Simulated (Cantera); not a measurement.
**Al + O2 + N2 (aluminium nitride and oxide growth)**

Input: 1 mol Al, 0.69 mol O2, 12 mol N2, held at 2023.15 K and 24.0 Torr.

These are equilibrium values from Cantera (NASA tables, ideal gas, pure condensed phases), not measurements of a reactor. Candidate condensed phases: Al, AlN, Al2O3; 16 gas species. Equilibrium is a limit: real reactors are often held back by kinetics, nucleation or transport.

```json
{
  "x(N2)": "0.994",
  "x(Al)": "0.00354",
  "x(Al2O)": "0.00231",
  "x(AlO)": "1.11e-6",
  "n(Al2O3(s))": "0.451 mol",
  "gas_amount": "12.07 mol",
  "log10 activity of Al(l) (absent)": "-1.82"
}
```
